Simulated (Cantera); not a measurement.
**Thermodynamics of hydrogen reduction and annealing atmospheres, feed FeS + H2 + N2**

Charge: 1 mol FeS, 2900 mol H2, 1.2 mol N2, held at 100000 Pa.

Equilibrium computed with Cantera from the NASA thermochemical tables; the gas is ideal and each condensed phase is pure. Candidate condensed phases: Fe, FeS, FeS2, S; 16 gas species. Kinetics and transport are ignored.

At 1173 K the condensed part is Fe(α). From 1273 K to 1573 K the condensed part is Fe(γ). From 1673 K to 1773 K the condensed part is Fe(δ). From 1873 K to 1973 K the condensed part is Fe(l). At 2073 K nothing is condensed.

```json
[
 {"T (K)": "1173", "x H2": "0.999", "x H": "1.18e-7", "x N2": "0.000411", "x H2S": "0.000345", "x Fe": "1.96e-11", "x SH": "3.86e-8", "n Fe(α)": "1.00", "n Fe(γ)": "0", "n Fe(δ)": "0", "n Fe(l)": "0"},
 {"T (K)": "1273", "x H2": "0.999", "x H": "7.13e-7", "x N2": "0.000412", "x H2S": "0.000345", "x Fe": "4.98e-10", "x SH": "1.45e-7", "n Fe(α)": "0", "n Fe(γ)": "1.000", "n Fe(δ)": "0", "n Fe(l)": "0"},
 {"T (K)": "1373", "x H2": "0.999", "x H": "3.33e-6", "x N2": "0.000413", "x H2S": "0.000344", "x Fe": "7.80e-9", "x SH": "4.52e-7", "n Fe(α)": "0", "n Fe(γ)": "1.000", "n Fe(δ)": "0", "n Fe(l)": "0"},
 {"T (K)": "1473", "x H2": "0.999", "x H": "1.26e-5", "x N2": "0.000413", "x H2S": "0.000343", "x Fe": "8.36e-8", "x SH": "1.20e-6", "n Fe(α)": "0", "n Fe(γ)": "1.000", "n Fe(δ)": "0", "n Fe(l)": "0"},
 {"T (K)": "1573", "x H2": "0.999", "x H": "4.06e-5", "x N2": "0.000413", "x H2S": "0.000342", "x Fe": "6.57e-7", "x SH": "2.82e-6", "n Fe(α)": "0", "n Fe(γ)": "0.998", "n Fe(δ)": "0", "n Fe(l)": "0"},
 {"T (K)": "1673", "x H2": "0.999", "x H": "0.000114", "x N2": "0.000413", "x H2S": "0.000339", "x Fe": "4.01e-6", "x SH": "5.92e-6", "n Fe(α)": "0", "n Fe(γ)": "0", "n Fe(δ)": "0.988", "n Fe(l)": "0"},
 {"T (K)": "1773", "x H2": "0.999", "x H": "0.000284", "x N2": "0.000413", "x H2S": "0.000333", "x Fe": "1.98e-5", "x SH": "1.14e-5", "n Fe(α)": "0", "n Fe(γ)": "0", "n Fe(δ)": "0.943", "n Fe(l)": "0"},
 {"T (K)": "1873", "x H2": "0.999", "x H": "0.000645", "x N2": "0.000413", "x H2S": "0.000324", "x Fe": "7.91e-5", "x SH": "2.01e-5", "n Fe(α)": "0", "n Fe(γ)": "0", "n Fe(δ)": "0", "n Fe(l)": "0.771"},
 {"T (K)": "1973", "x H2": "0.998", "x H": "0.00135", "x N2": "0.000413", "x H2S": "0.000310", "x Fe": "0.000268", "x SH": "3.28e-5", "n Fe(α)": "0", "n Fe(γ)": "0", "n Fe(δ)": "0", "n Fe(l)": "0.221"},
 {"T (K)": "2073", "x H2": "0.996", "x H": "0.00263", "x N2": "0.000413", "x H2S": "0.000290", "x Fe": "0.000344", "x SH": "4.99e-5", "n Fe(α)": "0", "n Fe(γ)": "0", "n Fe(δ)": "0", "n Fe(l)": "0"}
]
```
x: gas mole fraction; n: condensed amount in mol.
